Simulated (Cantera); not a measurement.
Adiabatic ignition

An adiabatic, constant-volume homogeneous reactor starts with CO : H₂ : CH₄ : O₂ : N₂ = 1 : 0.19 : 0.73 : 0.979 : 3.68 (molar parts), at 950 K and 7500 Torr.

Computed with Cantera and GRI-Mech 3.0 (53 species, 325 reactions). Below about 1000 K GRI-Mech 3.0 lacks low-temperature oxidation paths.

```csv
t (s),T (K),P (bar),x CO,x H₂,x CH₄,x C₂H₆,x C₂H,x O₂,x H₂O
1.00e-6,950,10.0,0.152,0.0289,0.111,<1e-12,<1e-12,0.149,4.68e-11
2.89e-6,950,10.0,0.152,0.0289,0.111,<1e-12,<1e-12,0.149,1.66e-10
8.38e-6,950,10.0,0.152,0.0289,0.111,<1e-12,<1e-12,0.149,5.33e-10
2.42e-5,950,10.0,0.152,0.0289,0.111,<1e-12,<1e-12,0.149,1.79e-9
7.02e-5,950,10.0,0.152,0.0289,0.111,1.60e-12,<1e-12,0.149,7.38e-9
0.000203,950,10.0,0.152,0.0289,0.111,2.30e-11,<1e-12,0.149,4.31e-8
0.000588,950,10.0,0.152,0.0289,0.111,4.84e-10,<1e-12,0.149,3.46e-7
0.00170,950,10.0,0.152,0.0289,0.111,2.13e-8,<1e-12,0.149,4.00e-6
0.00492,951,10.0,0.152,0.0288,0.111,1.57e-6,<1e-12,0.149,7.35e-5
0.0143,967,10.2,0.151,0.0283,0.111,3.67e-5,<1e-12,0.148,0.000986
0.0412,2537,28.7,0.203,0.101,3.68e-9,<1e-12,<1e-12,3.01e-6,0.131
0.119,2537,28.7,0.203,0.101,3.68e-9,<1e-12,<1e-12,3.01e-6,0.131
0.346,2537,28.7,0.203,0.101,3.68e-9,<1e-12,<1e-12,3.01e-6,0.131
1.00,2537,28.7,0.203,0.101,3.68e-9,<1e-12,<1e-12,3.01e-6,0.131
```
x: mole fraction; the columns are a selection and need not sum to one.

```
Property                                                             Value
---------------------------------  ---------------------------------------
time of steepest temperature rise                                  23.5 ms
temperature at 1.00 s                                               2537 K
equilibrium temperature                                             2537 K
x(CO) at 1.00 s                        0.203 (gas-phase equilibrium 0.203)
x(H₂) at 1.00 s                        0.101 (gas-phase equilibrium 0.101)
x(CH₄) at 1.00 s                   3.68e-9 (gas-phase equilibrium 4.05e-9)
```
